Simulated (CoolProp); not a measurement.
Vapour-liquid equilibrium of n-butane (1) + cis-2-butene (2) at -53.45 °C; x and y are mole fractions of (1).

Model: multi-fluid Helmholtz-energy mixture model, Bücker 2006 and Lemmon 2005; pair parameters Bell 2016, in CoolProp.

Task: Give the bubble pressure and the first vapour's composition at x = 0.45, 0.65, 0.85. Is there an azeotrope?

Result: x = 0.45: 6.857 kPa, y = 0.519; x = 0.65: 7.183 kPa, y = 0.700; x = 0.85: 7.466 kPa, y = 0.873. No azeotrope shows between x = 0.05 and 0.95.

Pair parameters are fitted to limited data, so mixtures are less certain than the pure fluids.
